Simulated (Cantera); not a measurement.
**Thermodynamics of fluorocarbon and chlorocarbon gases, feed CH₂F₂ + HCl + H₂**

Charge: 1 mol CH₂F₂, a varied amount of HCl, 0.12 mol H₂, held at 2100 °C and 0.760 bar.

Method: chemical equilibrium by Gibbs-energy minimisation in Cantera with the NASA 1993 tables (ideal gas, pure condensed phases). Candidate condensed phases: C, C₆H₆, C₇H₈, C₈H₁₈; 118 gas species. Equilibrium is a limit: real reactors are often held back by kinetics, nucleation or transport.

```
n(HCl) (mol)  log p HF  log p HCl  log p H₂  log p H  log p Cl  log p C₂H₂ (acetylene)  n C(graphite)
------------  --------  ---------  --------  -------  --------  ----------------------  -------------
0.028            -0.15      -2.03     -1.39    -2.55     -3.33                   -3.60          0.999
0.033            -0.15      -1.96     -1.39    -2.55     -3.26                   -3.60          0.999
0.039            -0.15      -1.88     -1.39    -2.55     -3.19                   -3.60          0.999
0.046            -0.15      -1.81     -1.39    -2.55     -3.12                   -3.60          0.999
0.055            -0.16      -1.74     -1.39    -2.55     -3.04                   -3.60          0.999
0.065            -0.16      -1.67     -1.39    -2.55     -2.97                   -3.60          0.999
0.078            -0.16      -1.59     -1.39    -2.55     -2.90                   -3.60          0.999
0.092            -0.16      -1.52     -1.40    -2.55     -2.83                   -3.61          0.999
0.11             -0.17      -1.45     -1.40    -2.55     -2.75                   -3.61          0.999
0.13             -0.17      -1.38     -1.40    -2.55     -2.68                   -3.61          0.999
0.15             -0.18      -1.32     -1.40    -2.56     -2.62                   -3.61          0.998
```
log p: log10 of the partial pressure in bar; n: condensed amount in mol.

From 0.028 mol HCl to 0.15 mol HCl the condensed part is C(graphite). The main C-bearing gas is C₂H₂ (acetylene) throughout.
